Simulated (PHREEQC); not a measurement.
Solution (25 °C): 0.083 mol HNO3, 0.2 mol CuSO4 and 0.00089 mol MnSO4 per kg of water. Closed to the air; pH follows from the charge balance.

Computed with PHREEQC (ion-association model, phreeqc.dat).

**Question.** The ionic strength comes out as 0.459 mol/kgw. What activity coefficients do NO3-, H+, Mn+2, HSO4-, SO4-2 get?

**Answer.** NO3- 0.62, H+ 0.77, Mn+2 0.26, HSO4- 0.73, SO4-2 0.21.

This is a speciation only: nothing precipitates in the calculation. Species that the database lacks are ignored.
